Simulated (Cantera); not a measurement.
A perfectly stirred reactor is fed with CH₄ : O₂ : N₂ = 1 : 3.51 : 13.2 (molar parts), at 10.0 bar; it is adiabatic with a 673 K inlet, and is followed from long to short residence time, starting on the burning branch (τ in s: 0.094, 0.034, 0.012, 0.0044, 0.0016, 0.00057, 0.0002, 7.3e-05, 2.6e-05, 9.5e-06).

Cantera simulation using GRI-Mech 3.0 (53 species, 325 reactions); the numbers are that mechanism's predictions, not measurements.

### Question
What does this change do: pressure from 10.0 bar to 0.390 bar?

### Answer
```tsv
quantity	before	after
blow-out, bracketed by the residence times tried	burning at 73.0 µs, out at 26.0 µs	burning at 0.200 ms, out at 73.0 µs
x(CH₄) at τ = 94.0 ms	2.18e-6	9.34e-6
x(O₂) at τ = 94.0 ms	0.0851	0.0848
x(CH₂) at τ = 94.0 ms	4.47e-9	7.38e-8
x(C₂H₄) at τ = 94.0 ms	1.62e-10	4.03e-10
x(H₂O₂) at τ = 94.0 ms	1.49e-7	4.95e-8
x(CH₄) at τ = 0.570 ms	0.000131	0.000417
x(O₂) at τ = 0.570 ms	0.0863	0.0904
x(CH₂) at τ = 0.570 ms	5.58e-7	1.98e-6
x(C₂H₄) at τ = 0.570 ms	2.42e-7	7.65e-8
x(H₂O₂) at τ = 0.570 ms	5.79e-7	3.64e-7
```

### Question
What does this change do: inlet temperature 673 to 523 K?

### Answer
| quantity | before | after |
|---|---|---|
| blow-out, bracketed by the residence times tried | burning at 73.0 µs, out at 26.0 µs | burning at 0.570 ms, out at 0.200 ms |
| x(CH₄) at τ = 94.0 ms | 2.18e-6 | 4.59e-6 |
| x(O₂) at τ = 94.0 ms | 0.0851 | 0.0852 |
| x(CH₂) at τ = 94.0 ms | 4.47e-9 | 4.43e-9 |
| x(C₂H₄) at τ = 94.0 ms | 1.62e-10 | 1.21e-9 |
| x(H₂O₂) at τ = 94.0 ms | 1.49e-7 | 1.10e-7 |
| x(CH₄) at τ = 0.570 ms | 0.000131 | 0.000246 |
| x(O₂) at τ = 0.570 ms | 0.0863 | 0.0873 |
| x(CH₂) at τ = 0.570 ms | 5.58e-7 | 5.24e-7 |
| x(C₂H₄) at τ = 0.570 ms | 2.42e-7 | 1.10e-6 |
| x(H₂O₂) at τ = 0.570 ms | 5.79e-7 | 7.77e-7 |
